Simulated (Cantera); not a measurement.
Feed: 1 mol Si₂H₆, 0.086 mol Cl₂, 24 mol H₂, at 1023.15 K and 0.220 bar.

These are equilibrium values from Cantera (NASA tables, ideal gas, pure condensed phases), not measurements of a reactor. Candidate condensed phases: Si; 19 gas species. The feed counts by its element totals alone. The tables' values for SiCl₃ are old estimates; treat these amounts as uncertain. Kinetics and transport are ignored.

Base state: H₂ 0.995, HCl 0.00437, SiHCl₃ 0.000339, SiCl₄ 0.000175, SiH₂Cl₂ 7.24e-5, SiCl₂ 3.41e-5, SiCl₃ 1.68e-5 (mole fractions); condensed: Si(s).

### Question
What changes in the equilibrium state with this change: Cl₂ from 0.086 to 0.0073 mol?

### Answer
```json
[
 {"species": "H₂", "before": "0.995", "after": "0.999"},
 {"species": "HCl", "before": "0.00437", "after": "0.000535"},
 {"species": "SiH₂Cl₂", "before": "7.24e-5", "after": "1.08e-6"},
 {"species": "SiHCl₃", "before": "0.000339", "after": "6.19e-7"},
 {"species": "SiCl₄", "before": "0.000175", "after": "3.91e-8"},
 {"species": "SiCl₃", "before": "1.68e-5", "after": "3.07e-8"},
 {"species": "SiCl₂", "before": "3.41e-5", "after": "5.09e-7"},
 {"species": "Si(s), mol", "before": "1.98", "after": "2.00"}
]
```
